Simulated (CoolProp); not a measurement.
Vapour-liquid equilibrium of R124 (1) + R142b (2) at 218.1 K; x and y are mole fractions of (1).

The numbers come from the multi-fluid Helmholtz-energy mixture model, de Vries 1995 and Lemmon 2006; pair parameters Bell 2016 in CoolProp.

Problem. Give the bubble pressure and the first vapour's composition at x = 0.2, 0.35, 0.725. Is there an azeotrope?

Solution. x = 0.2: 0.009911 MPa, y = 0.205; x = 0.35: 0.009962 MPa, y = 0.359; x = 0.725: 0.01027 MPa, y = 0.750. No azeotrope shows between x = 0.05 and 0.95.

The pair parameters rest on a limited set of measurements; away from them the model extrapolates.
